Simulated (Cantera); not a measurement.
An adiabatic, constant-volume homogeneous reactor starts with 3.93 % CH4, 20.2 % O2, 75.9 % N2, at 1525 K and 12000 Torr.

Computed with Cantera and GRI-Mech 3.0 (53 species, 325 reactions). The pressure lies above the range GRI-Mech 3.0 was tuned for (to about 10 atm).

Question: Predict: time of steepest temperature rise; temperature at 0.200 s; equilibrium temperature; x(O2) at 0.200 s; x(H2O) at 0.200 s; x(OH) at 0.200 s; x(NO) at 0.200 s; x(H) at 0.200 s.

Answer: 
```json
{
  "time_of_steepest_temperature_rise": "71.6 µs",
  "temperature at 0.200 s": "2489 K",
  "equilibrium_temperature": "2489 K",
  "x(O2) at 0.200 s": "0.114 (gas-phase equilibrium 0.114)",
  "x(H2O) at 0.200 s": "0.0759 (gas-phase equilibrium 0.0759)",
  "x(OH) at 0.200 s": "0.00463 (gas-phase equilibrium 0.00463)",
  "x(NO) at 0.200 s": "0.0162 (gas-phase equilibrium 0.0162)",
  "x(H) at 0.200 s": "7.47e-5 (gas-phase equilibrium 7.47e-5)"
}
```
